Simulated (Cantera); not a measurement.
A closed system holds: 1 mol Si3N4, 0.21 mol N2O, 440 mol H2, held at 2175 K and 0.105 Torr.

Method: chemical equilibrium by Gibbs-energy minimisation in Cantera with the NASA 1993 tables (ideal gas, pure condensed phases). Candidate condensed phases: H2O, Si, SiO2, Si2N2O, Si3N4; 35 gas species. Rates play no part.

Base state: H2 0.656, H 0.334, Si 0.00519, N2 0.00413, SiO 0.000393, SiH 2.31e-5 (mole fractions); condensed: gas only.

**Question.** What changes in the equilibrium state with this change: temperature from 2175 K to 973 K?

**Answer.** 
```csv
species,before,after
H2,0.656,0.999
N2,0.00413,0.000636
H,0.334,9.13e-8
Si,0.00519,<1e-9
SiO,0.000393,<1e-9
SiH,2.31e-5,<1e-9
"Si2N2O(s), mol",0,0.210
"Si3N4(s), mol",0,0.860
```

**Question.** What changes in the equilibrium state with this change: temperature from 2175 K to 1625 K?

**Answer.** 
```csv
species,before,after
H2,0.656,0.987
H,0.334,0.00593
N2,0.00413,0.00497
Si,0.00519,0.00116
SiO,0.000393,0.000473
SiH,2.31e-5,2.73e-5
"Si(s), mol",0,2.25
```
